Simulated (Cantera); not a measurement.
Feed: 1 mol Fe3O4, 0.14 mol Cl2, 0.099 mol H2, held at 2.30 bar.

These are equilibrium values from Cantera (NASA tables, ideal gas, pure condensed phases), not measurements of a reactor. Candidate condensed phases: Fe, FeCl2, FeCl3, FeO, Fe(OH)2, Fe(OH)3, Fe2O3, Fe3O4, H2O; 22 gas species. Equilibrium is a limit: real reactors are often held back by kinetics, nucleation or transport. All values below are at 1000 K.

Base state: HCl 0.835, H2O 0.142, FeCl3 0.0115, FeCl2 0.00879, Fe2Cl4 0.00202, Fe2Cl6 0.000598 (mole fractions); condensed: FeCl2(l) + Fe2O3(s) + Fe3O4(s).

What changes in the equilibrium state with this change: Fe3O4 replaced by Fe2O3?


| species | before | after |
|---|---|---|
| HCl | 0.835 | 0.733 |
| Cl2 | 9.45e-6 | 0.173 |
| H2O | 0.142 | 0.0569 |
| FeCl3 | 0.0115 | 0.0309 |
| O2 | <1e-9 | 0.00127 |
| Fe2Cl4 | 0.00202 | 7.95e-7 |
| Cl | 7.87e-7 | 0.000107 |
| FeCl2 | 0.00879 | 0.000174 |
| Fe2Cl6 | 0.000598 | 0.00430 |
| FeCl2(l), mol | 0.0605 | 0 |
| Fe2O3(s), mol | 0.185 | 0.995 |
| Fe3O4(s), mol | 0.855 | 0 |
